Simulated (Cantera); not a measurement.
A closed system holds: 1 mol MgO, 0.061 mol Br2, 0.013 mol O2, held at 0.220 bar.

These are equilibrium values from Cantera (NASA tables, ideal gas, pure condensed phases), not measurements of a reactor. Candidate condensed phases: Br2, Mg, MgBr2, MgO; 10 gas species. Equilibrium is a limit: real reactors are often held back by kinetics, nucleation or transport.

x: gas mole fraction; n: condensed amount in mol.

```csv
T (°C),x Br2,x Br,x O2,x MgBr2,n MgO(s)
452,0.824,0.000129,0.176,1.41e-12,1.00
552,0.823,0.000915,0.176,2.88e-10,1.00
652,0.820,…,0.175,…,1.00
752,0.811,0.0147,0.174,5.09e-7,1.00
852,0.788,…,0.172,…,1.000
952,0.740,0.0922,0.168,7.07e-5,1.000
1052,0.659,0.181,0.160,0.000442,1.000
1152,0.540,0.308,0.149,0.00195,1.000
1252,0.398,0.458,0.138,0.00621,0.999
```

**Question.** What belongs in the gaps?

**Answer.** 
- 852, x Br: 0.0403
- 852, x MgBr2: 7.63e-6
- 652, x Br: 0.00426
- 652, x MgBr2: 1.83e-8
